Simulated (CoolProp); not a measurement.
Vapour-liquid equilibrium of dimethyl ether (1) + n-pentane (2) at 25.25 °C; x and y are mole fractions of (1).

The numbers come from the multi-fluid Helmholtz-energy mixture model, Wu 2011 and Thol 2019; pair parameters Bell 2016 in CoolProp.

| x | bubble pressure (kPa) | y at the bubble point | dew pressure at overall composition x (kPa) | liquid density (mol/L) |
|---|---|---|---|---|
| 0.05 | 86.18 | 0.235 | 71.99 | 8.803 |
| 0.2 | … | 0.675 | … | 9.419 |
| 0.35 | 277.7 | 0.839 | 98.45 | … |
| 0.5 | 375.9 | 0.904 | … | 10.83 |
| 0.65 | 450.6 | 0.937 | … | 11.67 |
| 0.8 | 509.8 | 0.960 | … | 12.66 |
| 0.95 | 570.8 | … | 483.7 | … |

Task: What belongs in the gaps?

Result: 
- 0.2, bubble pressure (kPa): 169.7
- 0.2, dew pressure at overall composition x (kPa): 83.02
- 0.35, liquid density (mol/L): 10.09
- 0.5, dew pressure at overall composition x (kPa): 121.6
- 0.65, dew pressure at overall composition x (kPa): 160.5
- 0.8, dew pressure at overall composition x (kPa): 240.7
- 0.95, y at the bubble point: 0.987
- 0.95, liquid density (mol/L): 13.87

No azeotrope shows between x = 0.05 and 0.95.

The pair parameters rest on a limited set of measurements; away from them the model extrapolates. The gap from Raoult's law changes sign with composition, which may be real or a fault of the pair parameters; it wasn't checked against measurements.
